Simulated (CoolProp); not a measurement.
A Linde-Hampson liquefier for normal hydrogen: isothermal reversible compression at 300 K from 1 atm to 15 MPa, throttling to 1 atm, return gas leaving the recuperator 0 K below the feed. Each further row changes one setting.

Computed with CoolProp (reference Helmholtz-energy equation of state, Leachman 2009).

```csv
case,compression work (kJ/kg of gas)
as stated,6290
high pressure 30 MPa,7270
warm-end temperature 330 K,6910
warm-end gap 5 K,6290
```
